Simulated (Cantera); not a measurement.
Silicon oxide and oxynitride deposition: TEOS + H2O

Input: 1 mol TEOS, 0.16 mol H2O, equilibrated at 2025 K.

Method: chemical equilibrium by Gibbs-energy minimisation in Cantera with the NASA 1993 tables (ideal gas, pure condensed phases). Candidate condensed phases: C, C6H6, C7H8, C8H18, H2O, Si, SiC, SiO2; 123 gas species. The feed counts by its element totals alone. The numbers say what is thermodynamically allowed, not how fast it happens.

| P (Pa) | log p H2 | log p CO | log p H | log p Si | log p SiO | n C(graphite) | n SiC(s) |
|---|---|---|---|---|---|---|---|
| 5 | -4.60 | -4.91 | -5.01 | -5.58 | -7.05 | 3.75 | 0 |
| 36 | -3.64 | -4.01 | -4.54 | -5.46 | -6.01 | 3.05 | 0.795 |
| 260 | -2.75 | -3.13 | -4.09 | -5.46 | -5.14 | 2.92 | 0.937 |
| 1900 | -1.88 | -2.26 | -3.65 | -5.46 | -4.27 | 2.91 | 0.956 |
| 14000 | -1.01 | -1.40 | -3.22 | -5.46 | -3.40 | 2.90 | 0.959 |
| 100000 | -0.15 | -0.54 | -2.79 | -5.46 | -2.55 | 2.90 | 0.959 |
log p: log10 of the partial pressure in bar; n: condensed amount in mol.

At 5.00 Pa the condensed part is C(graphite). From 36.0 Pa to 1.00 bar the condensed part is C(graphite) + SiC(s). The main Si-bearing gas is Si at 5.00 Pa and SiO at 1.00 bar.
